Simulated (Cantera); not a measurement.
# Nitride etching: Si₃N₄ + F₂ + H₂

Input: 1 mol Si₃N₄, 6.3 mol F₂, 2.8 mol H₂, equilibrated at 0.490 bar.

Cantera equilibrium calculation (NASA polynomials, part measured and part estimated; ideal gas, pure solids and liquids). Candidate condensed phases: Si, Si₃N₄; 37 gas species. The tables' values for SiF₃, SiF₂ are old estimates; treat these amounts as uncertain. Equilibrium is a limit: real reactors are often held back by kinetics, nucleation or transport.

```
T (°C)  log p SiF₄  log p H₂  log p N₂  log p HF  log p SiF₃  log p SiHF₃
------  ----------  --------  --------  --------  ----------  -----------
902          -0.74     -0.82     -0.92     -1.44       -5.62        -4.73
952          -0.74     -0.82     -0.92     -1.44       -5.16        -4.49
1002         -0.74     -0.82     -0.92     -1.44       -4.74        -4.26
1052         -0.74     -0.82     -0.92     -1.44       -4.35        -4.05
1102         -0.74     -0.82     -0.92     -1.44       -4.00        -3.86
1152         -0.74     -0.82     -0.92     -1.44       -3.67        -3.68
1202         -0.74     -0.82     -0.92     -1.43       -3.36        -3.52
1252         -0.74     -0.82     -0.92     -1.43       -3.08        -3.37
1302         -0.75     -0.82     -0.92     -1.42       -2.82        -3.24
```
log p: log10 of the partial pressure in bar; nothing condenses.

From 902 °C to 1302 °C nothing is condensed. The main Si-bearing gas is SiF₄ throughout.
